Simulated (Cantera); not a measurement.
An isothermal, constant-pressure homogeneous reactor starts with CO : O₂ : H₂O : N₂ = 0.0022 : 0.023 : 0.0026 : 1 (molar parts), equivalence ratio 0.048, at 1325 K and 100.0 Torr.

Cantera simulation using GRI-Mech 3.0 (53 species, 325 reactions); the numbers are that mechanism's predictions, not measurements.

One state of this run: x CO = 0.00208; x O₂ = 0.0223; x H₂O = 0.00252; x CO₂ = 6.51e-5; x O = 4.49e-5; x NO = 2.02e-11. x: mole fraction; the columns are a selection and need not sum to one.

Question: Which value of t (s) does it belong to?
A. 0.0100
B. 2.00
C. 0.0289
D. 0.00347

Answer: C, 0.0289
